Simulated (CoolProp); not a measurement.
Aqueous potassium formate as a coolant, 31 % by mass, freezing at -22.3 °C, 1 atm.

Model: Melinder's fits for secondary coolants, in CoolProp.

| T (°C) | cp (kJ/(kg K)) | viscosity (mPa s) | Prandtl number | density (kg/m³) |
|---|---|---|---|---|
| -18.7 | 3.045 | 5.09 | 31.5 | 1210 |
| -13.3 | 3.055 | 4.15 | 25.5 | 1208 |
| -7.9 | 3.065 | 3.45 | 21.0 | 1207 |
| -2.4 | 3.075 | 2.91 | 17.5 | 1205 |
| 3 | 3.084 | 2.50 | 14.9 | 1203 |
| 8.4 | 3.094 | 2.18 | 12.8 | 1201 |
| 13.8 | 3.103 | 1.92 | 11.2 | 1199 |
| 19.2 | 3.112 | 1.71 | 9.92 | 1197 |
| 24.6 | 3.122 | 1.54 | 8.84 | 1195 |
| 30.1 | 3.132 | 1.39 | 7.92 | 1193 |
